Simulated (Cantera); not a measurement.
Input: 1 mol borazine, 130 mol H₂, at 0.0100 bar.

Method: chemical equilibrium by Gibbs-energy minimisation in Cantera with the NASA 1993 tables (ideal gas, pure condensed phases). Candidate condensed phases: B, BN; 15 gas species. The feed counts by its element totals alone. Mutual solubility and eutectic melting of coexisting phases are not modelled. The tables' values for BH₂ are old estimates; treat these amounts as uncertain. Rates play no part.

x: gas mole fraction; n: condensed amount in mol.

```
T (°C)   x H₂         x H        x N₂     x BH₂       x BH₃         x B  n BN(s)      n B(s)
------  -----  ----------  ----------  --------  ----------  ----------  -------  ----------
1325    0.999    0.000532     1.04e-5   2.00e-5     7.44e-7     2.34e-9     3.00           0
1375    0.999    0.000890     2.02e-5   3.93e-5     1.15e-6     1.06e-8     2.99           0
1425    0.998  (withheld)  (withheld)   6.00e-5  (withheld)  (withheld)     2.98  (withheld)
1475    0.997     0.00228    0.000158   8.86e-5     1.68e-6     1.09e-7     2.96      0.0301
1525    0.996     0.00351    0.000410  0.000128     1.98e-6     3.15e-7     2.89      0.0919
1575    0.994  (withheld)  (withheld)  0.000180  (withheld)  (withheld)     2.73  (withheld)
1625    0.990     0.00778     0.00236  0.000250     2.67e-6     2.22e-6     2.37       0.599
```

Question: Complete the blanks.

Answer: 
- 1425, x H: 0.00144
- 1425, x N₂: 5.77e-5
- 1425, x BH₃: 1.41e-6
- 1425, x B: 3.53e-8
- 1425, n B(s): 0.00718
- 1575, x H: 0.00528
- 1575, x N₂: 0.00101
- 1575, x BH₃: 2.31e-6
- 1575, x B: 8.60e-7
- 1575, n B(s): 0.245
